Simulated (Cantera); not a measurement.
Charge: 1 mol B, 0.3 mol O2, 15 mol H2, held at 16.5 Torr.

Method: chemical equilibrium by Gibbs-energy minimisation in Cantera with the NASA 1993 tables (ideal gas, pure condensed phases). Candidate condensed phases: B, B2O3, B3O3H3, H2O; 23 gas species. Mutual solubility and eutectic melting of coexisting phases are not modelled. Equilibrium is a limit: real reactors are often held back by kinetics, nucleation or transport.

What share of the B ends up in condensed phases as a function of T (K), at 873, 1073, 1273, 1473, 1673, 1873, 2073?


| T (K) | B condensed (%) | as |
|---|---|---|
| 873 | 96.6 | B(s) + B2O3(l) |
| 1073 | 95.6 | B(s) + B2O3(l) |
| 1273 | 93.3 | B(s) + B2O3(l) |
| 1473 | 58.4 | B(s) + B2O3(l) |
| 1673 | 40.7 | B(s) |
| 1873 | 39.9 | B(s) |
| 2073 | 38.8 | B(s) |
